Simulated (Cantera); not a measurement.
Cantera run:

```python
import numpy as np
import cantera as ct

gas_names = """
    B BH BH2 BH3 BN BO BO2 B2 B2O B2O2 B2O3 B3O3H3 H HBO HBO2 HNO HNO2 HNO3 HO2 H2 H2O H2O2 H3B3O6 N NH
    NH2 NH3 NH2OH NO NO2 NO3 N2 N2H2 N2H4 N2O O OH O2 O3
""".split()
cond_names = """
    B(b) B(L) BN(s) B2O3(L) B3O3H3(cr) H2O(s) H2O(L)
""".split()


# ... load() reads the species with a 1 bar reference pressure and builds the phases ...
atoms = {
    'borazine': {'B': 3, 'N': 3, 'H': 6},
    'O2': {'O': 2},
}
top_T = {'BN(s)': 3200}  # K; cautious upper limits of use, not melting points


# ... equilibrate(T, P, feed) seeds the gas with the atoms and calls Mixture.equilibrate('TP', solver="vcs", rtol=1e-11, max_steps=5000) ...
results = []
feed = {'borazine': 1, 'O2': 0.88}  # mol
P = 6500  # Pa
for T in [1150, 1250, 1350, 1450, 1550, 1650, 1750, 1850, 1950, 2050, 2150, 2250, 2350]:
    mix = equilibrate(T, P, feed)
    results.append((T, P, feed, dict(zip(mix.species_names, mix.species_moles))))

top = {s: max(r[3][s] / sum(r[3][g] for g in gas_names) for r in results) for s in gas_names}
cols = sorted((s for s in top if top[s] > 0.001), key=lambda s: -top[s])[:5]
seen = [c for c in cond_names if any(r[3].get(c, 0) > 1e-12 for r in results)]
print("log10 of partial pressures in bar; condensed amounts in mol")
print(f"{'T/K':>10s}" + "".join(f"{s[:9]:>10s}" for s in cols + seen))
for T, P, feed, n in results:
    ng = sum(n[g] for g in gas_names)
    print(f"{T:10.4g}" + "".join(f"{np.log10(max(n[s] / ng * P / 1e5, 1e-99)):10.3f}" for s in cols)
          + "".join(f"{n.get(c, 0):10.4g}" for c in seen))
```

Result:

```
log10 of partial pressures in bar; condensed amounts in mol
       T/K        H2        N2       HBO        BO      B2O3     BN(s)   B2O3(L)
      1150    -1.265    -1.975    -7.185   -11.993    -8.779     1.831    0.5845
      1250    -1.265    -1.975    -6.131   -10.216    -7.356     1.831    0.5841
      1350    -1.266    -1.975    -5.238    -8.709    -6.153     1.831    0.5827
      1450    -1.266    -1.976    -4.471    -7.414    -5.124     1.832    0.5784
      1550    -1.269    -1.978    -3.808    -6.290    -4.235     1.833    0.5658
      1650    -1.278    -1.982    -3.231    -5.305    -3.459     1.831    0.5256
      1750    -1.306    -1.993    -2.730    -4.436    -2.776     1.808    0.3848
      1850    -1.377    -2.008    -2.353    -3.706    -2.304     1.695         0
      1950    -1.401    -1.978    -2.194    -3.252    -2.458     1.554         0
      2050    -1.427    -1.955    -2.097    -2.887    -2.728     1.411         0
      2150    -1.449    -1.943    -2.054    -2.602    -3.115     1.311         0
      2250    -1.466    -1.942    -2.051    -2.380    -3.583     1.259         0
      2350    -1.484    -1.947    -2.079    -2.208    -4.102     1.227         0
```

Method: chemical equilibrium by Gibbs-energy minimisation in Cantera with the NASA 1993 tables (ideal gas, pure condensed phases). The feed counts by its element totals alone. Mutual solubility and eutectic melting of coexisting phases are not modelled. The tables' values for BH2 are old estimates; treat these amounts as uncertain. Gases not in the tables: H3BO3.
